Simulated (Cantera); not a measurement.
Input (Python, Cantera) and output of one run.

```python
import numpy as np
import cantera as ct

gas_names = """
    H H2 N NH NH2 NH3 N2 N2H2 N2H4 Si SiH SiH2 SiH3 SiH4 SiN Si2 Si2N Si3
""".split()
cond_names = """
    Si(cr) Si(L) Si3N4(a)
""".split()


# ... load() reads the species with a 1 bar reference pressure and builds the phases ...
atoms = {
    'Si2H6': {'Si': 2, 'H': 6},
    'N2': {'N': 2},
}
top_T = {'Si3N4(a)': 2400}  # K; cautious upper limits of use, not melting points


# ... equilibrate(T, P, feed) seeds the gas with the atoms and calls Mixture.equilibrate('TP', solver="vcs", rtol=1e-11, max_steps=5000) ...
results = []
feed = {'Si2H6': 1, 'N2': 210}  # mol
T = 825  # K
P = 9600  # Pa
mix = equilibrate(T, P, feed)
results.append((T, P, feed, dict(zip(mix.species_names, mix.species_moles))))
x = sorted(zip(gas.X, gas.species_names), reverse=True)
print(f"T = {T:g} K  P = {P:g} Pa  gas = {mix.phase_moles(0):.4g} mol")
print("   x: " + "  ".join(f"{s} {v:.3e}" for v, s in x if v > 0.001))
print("   condensed (mol): " + ("  ".join(f"{mix.phase(i).name} {mix.phase_moles(i):.4g}"
      for i in range(1, mix.n_phases) if mix.phase_moles(i) > 1e-12) or "none"))
```

Output:

```
T = 825 K  P = 9600 Pa  gas = 211.7 mol
   x: N2 9.858e-01  H2 1.417e-02
   condensed (mol): Si3N4(a) 0.6667
```

Equilibrium computed with Cantera from the NASA thermochemical tables; the gas is ideal and each condensed phase is pure. The feed counts by its element totals alone. N2 is the only nitrogen source here; it is nearly inert below about 1500 K, so the nitride shown seldom forms there in practice.
